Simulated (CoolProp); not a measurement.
The numbers come from the reference Helmholtz-energy equation of state, Lemmon 2003 in CoolProp. It is a pseudo-pure fit of the blend.

For R507A, give the phase and the density (kg/m³), cp (kJ/(kg K)), cv (kJ/(kg K)), expansivity (1/kK) at 205 K and 0.0601 MPa; 205 K and 0.521 MPa; 205 K and 1.07 MPa.


- 205 K and 0.0601 MPa: liquid; density 1380, cp 1.21, cv 0.787, expansivity 2.16
- 205 K and 0.521 MPa: liquid; density 1380, cp 1.21, cv 0.787, expansivity 2.15
- 205 K and 1.07 MPa: liquid; density 1380, cp 1.21, cv 0.788, expansivity 2.14
